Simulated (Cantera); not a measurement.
**Thermodynamics of sublimation and decomposition of ceramics, feed Si3N4 + C + H2**

Charge: 1 mol Si3N4, 0.06 mol C, a varied amount of H2, at 3048 K and 0.000860 bar.

Method: chemical equilibrium by Gibbs-energy minimisation in Cantera with the NASA 1993 tables (ideal gas, pure condensed phases). Candidate condensed phases: C, C6H6, C7H8, C8H18, Si, SiC, Si3N4; 105 gas species. The tables' values for SiN are old estimates; treat these amounts as uncertain. Kinetics and transport are ignored.

From 0.16 mol H2 to 9.9 mol H2 nothing is condensed. The main Si-bearing gas is Si throughout.

```json
[
 {"n(H2) (mol)": "0.16", "log p H": "-4.29", "log p Si": "-3.32", "log p N2": "-3.50", "log p H2": "-7.10", "log p C": "-5.44", "log p CN": "-5.45", "log p SiC2": "-6.03"},
 {"n(H2) (mol)": "0.24", "log p H": "-4.13", "log p Si": "-3.33", "log p N2": "-3.51", "log p H2": "-6.78", "log p C": "-5.44", "log p CN": "-5.47", "log p SiC2": "-6.05"},
 {"n(H2) (mol)": "0.34", "log p H": "-3.99", "log p Si": "-3.35", "log p N2": "-3.52", "log p H2": "-6.51", "log p C": "-5.45", "log p CN": "-5.48", "log p SiC2": "-6.09"},
 {"n(H2) (mol)": "0.5", "log p H": "-3.85", "log p Si": "-3.37", "log p N2": "-3.55", "log p H2": "-6.22", "log p C": "-5.47", "log p CN": "-5.51", "log p SiC2": "-6.14"},
 {"n(H2) (mol)": "0.72", "log p H": "-3.72", "log p Si": "-3.40", "log p N2": "-3.58", "log p H2": "-5.97", "log p C": "-5.48", "log p CN": "-5.54", "log p SiC2": "-6.20"},
 {"n(H2) (mol)": "1.1", "log p H": "-3.59", "log p Si": "-3.45", "log p N2": "-3.63", "log p H2": "-5.70", "log p C": "-5.51", "log p CN": "-5.60", "log p SiC2": "-6.31"},
 {"n(H2) (mol)": "1.5", "log p H": "-3.50", "log p Si": "-3.49", "log p N2": "-3.67", "log p H2": "-5.52", "log p C": "-5.54", "log p CN": "-5.65", "log p SiC2": "-6.41"},
 {"n(H2) (mol)": "2.2", "log p H": "-3.41", "log p Si": "-3.56", "log p N2": "-3.74", "log p H2": "-5.33", "log p C": "-5.59", "log p CN": "-5.73", "log p SiC2": "-6.57"},
 {"n(H2) (mol)": "3.2", "log p H": "-3.33", "log p Si": "-3.64", "log p N2": "-3.82", "log p H2": "-5.18", "log p C": "-5.64", "log p CN": "-5.82", "log p SiC2": "-6.76"},
 {"n(H2) (mol)": "4.7", "log p H": "-3.26", "log p Si": "-3.74", "log p N2": "-3.92", "log p H2": "-5.05", "log p C": "-5.71", "log p CN": "-5.94", "log p SiC2": "-7.00"},
 {"n(H2) (mol)": "6.8", "log p H": "-3.21", "log p Si": "-3.85", "log p N2": "-4.03", "log p H2": "-4.95", "log p C": "-5.79", "log p CN": "-6.08", "log p SiC2": "-7.27"},
 {"n(H2) (mol)": "9.9", "log p H": "-3.17", "log p Si": "-3.98", "log p N2": "-4.16", "log p H2": "-4.87", "log p C": "-5.89", "log p CN": "-6.23", "log p SiC2": "-7.59"}
]
```
log p: log10 of the partial pressure in bar; nothing condenses.
